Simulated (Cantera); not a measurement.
What does this Cantera script print?

```python
import numpy as np
import cantera as ct

gas_names = """
    C CO CO2 C2 C2O C3 C3O2 C4 C5 Fe FeC5O5 FeO O O2 O3
""".split()
cond_names = """
    C(gr) Fe(a) Fe(c) Fe(d) Fe(L) FeC5O5(L) FeO(s) FeO(L) Fe2O3(s) Fe3O4(s)
""".split()


def load(file, names, dense=False):
    # The tables refer to 1 bar. Condensed volumes are neglected.
    table = {s.name: s for s in ct.Species.list_from_file(file)}
    out = []
    for n in names:
        d = dict(table[n].input_data)
        d["thermo"] = dict(d["thermo"], **{"reference-pressure": 1e5})
        if dense:
            d["equation-of-state"] = {"model": "constant-volume", "density": "1e6 g/cm^3"}
        out.append(ct.Species.from_dict(d))
    return out


gas = ct.Solution(thermo="ideal-gas", species=load("nasa_gas.yaml", gas_names))
cond = {s.name: ct.Solution(thermo="fixed-stoichiometry", species=[s], name=s.name)
        for s in load("nasa_condensed.yaml", cond_names, dense=True)}
atoms = {
    'Fe2O3': {'Fe': 2, 'O': 3},
    'C': {'C': 1},
    'CO': {'C': 1, 'O': 1},
}
top_T = {'C(gr)': 4500, 'Fe2O3(s)': 1830, 'Fe3O4(s)': 1870}  # K; cautious upper limits of use, not melting points


def equilibrate(T, P, feed):
    n = {}
    for name, mol in feed.items():
        for a, k in atoms[name].items():
            n[a] = n.get(a, 0.0) + k * mol
    gas.TPX = T, P, n
    mass = sum(n.values()) * gas.mean_molecular_weight
    gas.equilibrate("TP")
    valid = [c for c in cond.values() if c.min_temp <= T <= top_T.get(c.name, c.max_temp)]
    mix = ct.Mixture([(gas, mass / gas.mean_molecular_weight)] + [(c, 0.0) for c in valid])
    mix.T, mix.P = T, P
    mix.equilibrate("TP", solver="vcs", rtol=1e-11, max_steps=5000)
    return mix


results = []
feed = {'Fe2O3': 1, 'C': 0.99, 'CO': 1.8}  # mol
P = 6200  # Pa
for T in [1050, 1075, 1100, 1125, 1150, 1175, 1200, 1225, 1250, 1275, 1300, 1325, 1350]:
    mix = equilibrate(T, P, feed)
    results.append((T, P, feed, dict(zip(mix.species_names, mix.species_moles))))

top = {s: max(r[3][s] / sum(r[3][g] for g in gas_names) for r in results) for s in gas_names}
cols = sorted((s for s in top if top[s] > 0.0001), key=lambda s: -top[s])[:8]
seen = [c for c in cond_names if any(r[3].get(c, 0) > 1e-12 for r in results)]
print("log10 of partial pressures in bar; condensed amounts in mol")
print(f"{'T/K':>10s}" + "".join(f"{s[:9]:>10s}" for s in cols + seen))
for T, P, feed, n in results:
    ng = sum(n[g] for g in gas_names)
    print(f"{T:10.4g}" + "".join(f"{np.log10(max(n[s] / ng * P / 1e5, 1e-99)):10.3f}" for s in cols)
          + "".join(f"{n.get(c, 0):10.4g}" for c in seen))
```

Result:

```
log10 of partial pressures in bar; condensed amounts in mol
       T/K        CO       CO2     Fe(a)     Fe(c)    FeO(s)
      1050    -1.300    -1.925    0.5246         0     1.475
      1075    -1.297    -1.936    0.5111         0     1.489
      1100    -1.295    -1.947     0.499         0     1.501
      1125    -1.293    -1.956    0.4878         0     1.512
      1150    -1.291    -1.965    0.4773         0     1.523
      1175    -1.289    -1.974    0.4674         0     1.533
      1200    -1.287    -1.983         0    0.4585     1.542
      1225    -1.286    -1.990         0    0.4502      1.55
      1250    -1.284    -1.998         0    0.4423     1.558
      1275    -1.283    -2.005         0    0.4347     1.565
      1300    -1.282    -2.012         0    0.4274     1.573
      1325    -1.280    -2.019         0    0.4205      1.58
      1350    -1.279    -2.026         0    0.4137     1.586
```

These are equilibrium values from Cantera (NASA tables, ideal gas, pure condensed phases), not measurements of a reactor. Mutual solubility and eutectic melting of coexisting phases are not modelled. The tables' stoichiometric FeO is somewhat more stable than real wüstite, so its field is too wide. FeO: taken at fixed stoichiometry.
